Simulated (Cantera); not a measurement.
## Pyrogenic steam for wet oxidation

A perfectly stirred reactor is fed with H2 : O2 : N2 = 1.9 : 1 : 18 (molar parts), equivalence ratio 0.95, at 13300 Pa; it is held at 950 K, and followed from long to short residence time.

Cantera simulation using GRI-Mech 3.0 (53 species, 325 reactions); the numbers are that mechanism's predictions, not measurements. Radical loss at walls, strong at low pressure, is not modelled. The temperature is held fixed by assumption; the heat of reaction is taken as removed at once.

```json
[
 {"τ (s)": "1.2", "x H2": "0.00161", "x O2": "0.00336", "x HO2": "6.39e-7", "x H2O": "0.0933", "x H": "0.000358", "x NO": "2.58e-7", "x H2O2": "7.82e-8"},
 {"τ (s)": "0.59", "x H2": "0.00236", "x O2": "0.00379", "x HO2": "7.24e-7", "x H2O": "0.0924", "x H": "0.000631", "x NO": "3.46e-7", "x H2O2": "7.42e-8"},
 {"τ (s)": "0.29", "x H2": "0.00339", "x O2": "0.00439", "x HO2": "8.40e-7", "x H2O": "0.0910", "x H": "0.00107", "x NO": "4.41e-7", "x H2O2": "7.21e-8"},
 {"τ (s)": "0.14", "x H2": "0.00485", "x O2": "0.00526", "x HO2": "1.00e-6", "x H2O": "0.0891", "x H": "0.00178", "x NO": "5.39e-7", "x H2O2": "7.19e-8"},
 {"τ (s)": "0.069", "x H2": "0.00679", "x O2": "0.00644", "x HO2": "1.21e-6", "x H2O": "0.0864", "x H": "0.00281", "x NO": "6.21e-7", "x H2O2": "7.39e-8"},
 {"τ (s)": "0.034", "x H2": "0.00945", "x O2": "0.00806", "x HO2": "1.50e-6", "x H2O": "0.0828", "x H": "0.00428", "x NO": "6.79e-7", "x H2O2": "7.80e-8"},
 {"τ (s)": "0.017", "x H2": "0.0130", "x O2": "0.0102", "x HO2": "1.85e-6", "x H2O": "0.0779", "x H": "0.00622", "x NO": "6.98e-7", "x H2O2": "8.41e-8"},
 {"τ (s)": "0.0081", "x H2": "0.0182", "x O2": "0.0134", "x HO2": "2.33e-6", "x H2O": "0.0709", "x H": "0.00888", "x NO": "6.64e-7", "x H2O2": "9.22e-8"},
 {"τ (s)": "0.0040", "x H2": "0.0250", "x O2": "0.0174", "x HO2": "2.87e-6", "x H2O": "0.0621", "x H": "0.0117", "x NO": "5.68e-7", "x H2O2": "1.00e-7"},
 {"τ (s)": "0.0019", "x H2": "0.0352", "x O2": "0.0229", "x HO2": "3.51e-6", "x H2O": "0.0499", "x H": "0.0143", "x NO": "4.02e-7", "x H2O2": "1.05e-7"},
 {"τ (s)": "0.00095", "x H2": "0.0486", "x O2": "0.0297", "x HO2": "4.11e-6", "x H2O": "0.0357", "x H": "0.0146", "x NO": "2.13e-7", "x H2O2": "9.96e-8"}
]
```
x: mole fraction; the columns are a selection and need not sum to one.
